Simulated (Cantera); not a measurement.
**Stirred combustor or abatement burner**

A perfectly stirred reactor is fed with H2 : O2 : N2 = 1 : 1.16 : 4.37 (molar parts), equivalence ratio 0.43, at 2.66 atm; it is adiabatic with a 373 K inlet, and is followed from long to short residence time, starting on the burning branch (τ in s: 0.038, 0.012, 0.0036, 0.0011, 0.00035, 0.00011, 3.4e-05, 1.1e-05, 3.3e-06).

Computed with Cantera and the H2/O2 subset of GRI-Mech 3.0, which has no nitrogen chemistry. The hydrogen kinetics of GRI-Mech 3.0 are dated; newer H2 mechanisms differ, most at raised pressure.

| τ (s) | T (K) | x H2 | x O2 | x H2O2 | x H | x HO2 |
|---|---|---|---|---|---|---|
| 0.038 | 1556 | 0.000128 | 0.109 | 3.23e-7 | 4.54e-6 | 5.14e-6 |
| 0.012 | 1553 | 0.000276 | 0.109 | 5.44e-7 | 1.42e-5 | 1.06e-5 |
| 0.0036 | 1548 | 0.000615 | 0.109 | 9.18e-7 | 4.71e-5 | 2.19e-5 |
| 0.0011 | 1538 | 0.00135 | 0.109 | 1.52e-6 | 0.000151 | 4.20e-5 |
| 0.00035 | 1518 | 0.00289 | 0.110 | 2.50e-6 | 0.000453 | 7.27e-5 |
| 0.00011 | 1477 | 0.00642 | 0.111 | 4.44e-6 | 0.00129 | 0.000116 |
| 3.4e-5 | 1376 | 0.0175 | 0.115 | 9.92e-6 | 0.00311 | 0.000181 |
| 1.1e-5 | 373 | 0.153 | 0.178 | <1e-12 | <1e-12 | <1e-12 |
| 3.3e-6 | 373 | 0.153 | 0.178 | <1e-12 | <1e-12 | <1e-12 |
x: mole fraction; the columns are a selection and need not sum to one.
